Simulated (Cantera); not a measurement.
Feed: 1 mol SiH4, 4.5 mol NO, 0.71 mol H2, equilibrated at 1377 °C and 0.350 bar.

Equilibrium computed with Cantera from the NASA thermochemical tables; the gas is ideal and each condensed phase is pure. Candidate condensed phases: H2O, Si, SiO2, Si2N2O, Si3N4; 35 gas species. The tables hold silica as quartz up to 1696 K and as liquid above; real silica turns to tridymite and cristobalite and melts near 1996 K. Gases not in the tables: Si(OH)4. The numbers say what is thermodynamically allowed, not how fast it happens.

Base state: H2O 0.504, N2 0.454, H2 0.0423, H 3.16e-5, OH 1.70e-5 (mole fractions); condensed: SiO2(β-quartz).

Task: What changes in the equilibrium state with this change: NO from 4.5 to 0.43 mol?

Result: 
```
species               before     after
-------------------  -------  --------
H2                    0.0423     0.982
SiO                  2.10e-8    0.0176
H                    3.16e-5  0.000152
H2O                    0.504   1.39e-5
N2                     0.454   7.55e-6
OH                   1.70e-5     <1e-9
SiO2(β-quartz), mol     1.00    0.0832
Si(s), mol                 0     0.438
Si2N2O(s), mol             0     0.215
```
Mutual solubility and eutectic melting of coexisting phases are not modelled.
